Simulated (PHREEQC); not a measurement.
1 kg of water holding 0.0039 mol/kgw MgCl2, 0.2 mol/kgw KCl, 0.2 mol/kgw SrCl2, 0.31 mol/kgw NaCl and 0.5 mol/kgw CaCl2 is evaporated at 25 °C; the solids stay in contact with the brine. CO2 from the air is kept out. Only these solids could form: Bischofite, Brucite, Carnallite, Halite, Portlandite, Sylvite, MgCl2_4H2O.

Model: Pitzer model, pitzer.dat, run in PHREEQC.

```
water left (kg)  ionic strength  water activity  Halite (mol)  Sylvite (mol)  Ca in solution (mol/kgw)  Sr in solution (mol/kgw)  Mg in solution (mol/kgw)
---------------  --------------  --------------  ------------  -------------  ------------------------  ------------------------  ------------------------
1                          2.62           0.945             0              0                     0.500                     0.200                   0.00390
0.8219                        …           0.931             0              0                     0.608                     0.243                   0.00475
0.6755                        …               …             0              0                     0.740                     0.296                   0.00577
0.5552                     4.72           0.887             0              0                     0.901                     0.360                   0.00702
0.4563                     5.75           0.854             0              0                      1.10                     0.438                   0.00855
0.375                      6.99           0.811             0              0                      1.33                     0.533                    0.0104
0.3082                     8.51           0.755             0              0                      1.62                     0.649                    0.0127
0.2533                     10.3           0.683             0              0                      1.97                     0.789                    0.0154
0.2082                        …           0.610             …              0                      2.40                     0.961                    0.0187
0.1711                     13.9               …         0.188         0.0537                      2.92                      1.17                    0.0228
0.1407                     16.0           0.472         0.259          0.112                      3.55                      1.42                    0.0277
```

Q: Complete the blanks.

A: 
- 0.8219, ionic strength: 3.19
- 0.6755, ionic strength: 3.88
- 0.6755, water activity: 0.912
- 0.2082, ionic strength: 12.3
- 0.2082, Halite (mol): 0.0631
- 0.1711, water activity: 0.552
